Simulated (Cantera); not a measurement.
What does this Cantera script print?

```python
import numpy as np
import cantera as ct

gas_names = """
    AL ALCL ALCL2 ALCL3 ALH ALN AL2 AL2CL6 CL CL2 H HCL H2 N NH NH2 NH3 N2 N2H2 N2H4
""".split()
cond_names = """
    AL(cr) AL(L) ALCL3(s) ALCL3(L) ALN(s) NH4CL(a) NH4CL(b)
""".split()


# ... load() reads the species with a 1 bar reference pressure and builds the phases ...
atoms = {
    'AlN': {'AL': 1, 'N': 1},
    'HCl': {'H': 1, 'CL': 1},
    'N2': {'N': 2},
}
top_T = {'ALN(s)': 2750}  # K; cautious upper limits of use, not melting points


# ... equilibrate(T, P, feed) seeds the gas with the atoms and calls Mixture.equilibrate('TP', solver="vcs", rtol=1e-11, max_steps=5000) ...
results = []
feed = {'AlN': 1, 'HCl': 1.3, 'N2': 3.5}  # mol
P = 133.322  # Pa
for T in [1323, 1423, 1523, 1623, 1723, 1823, 1923]:
    mix = equilibrate(T, P, feed)
    results.append((T, P, feed, dict(zip(mix.species_names, mix.species_moles))))

top = {s: max(r[3][s] / sum(r[3][g] for g in gas_names) for r in results) for s in gas_names}
cols = sorted((s for s in top if top[s] > 0.0001), key=lambda s: -top[s])[:8]
seen = [c for c in cond_names if any(r[3].get(c, 0) > 1e-12 for r in results)]
print("log10 of partial pressures in bar; condensed amounts in mol")
print(f"{'T/K':>10s}" + "".join(f"{s[:9]:>10s}" for s in cols + seen))
for T, P, feed, n in results:
    ng = sum(n[g] for g in gas_names)
    print(f"{T:10.4g}" + "".join(f"{np.log10(max(n[s] / ng * P / 1e5, 1e-99)):10.3f}" for s in cols)
          + "".join(f"{n.get(c, 0):10.4g}" for c in seen))
```

Result:

```
log10 of partial pressures in bar; condensed amounts in mol
       T/K        N2      ALCL        H2     ALCL3       HCL     ALCL2         H        CL    ALN(s)
      1323    -2.992    -5.551    -3.837    -4.030    -4.162    -5.401    -7.718    -8.119    0.6381
      1423    -2.997    -4.615    -3.839    -4.100    -4.200    -4.869    -7.097    -7.544     0.568
      1523    -3.016    -3.900    -3.857    -4.464    -4.344    -4.609    -6.565    -7.147    0.2572
      1623    -3.031    -3.683    -3.878    -5.117    -4.435    -4.753    -6.099    -6.760         0
      1723    -3.034    -3.670    -3.902    -5.466    -4.317    -4.856    -5.690    -6.216         0
      1823    -3.035    -3.660    -3.921    -5.875    -4.260    -4.999    -5.324    -5.780         0
      1923    -3.038    -3.655    -3.939    -6.306    -4.239    -5.161    -4.995    -5.419         0
```

Method: chemical equilibrium by Gibbs-energy minimisation in Cantera with the NASA 1993 tables (ideal gas, pure condensed phases). The tables' values for AlCl2 are old estimates; treat these amounts as uncertain.
